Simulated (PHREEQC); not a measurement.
A solution holds 0.0018 mol NH4HS and 3.2e-05 mol NaCl per kg of water, at 45 °C. Closed to the air; pH follows from the charge balance.

Model: ion-association model, phreeqc.dat, run in PHREEQC.

No solid was allowed to form.

Task: Predict the pH, ionic strength.

Result: pH 7.70; ionic strength 0.00167 mol/kgw.

Task: In which forms is N present?

Result: NH4+ 91 %, NH3 9.2 % of the N.

Away from 25 °C the constants follow the database's enthalpies or fits; those with neither stay at their 25 °C values.
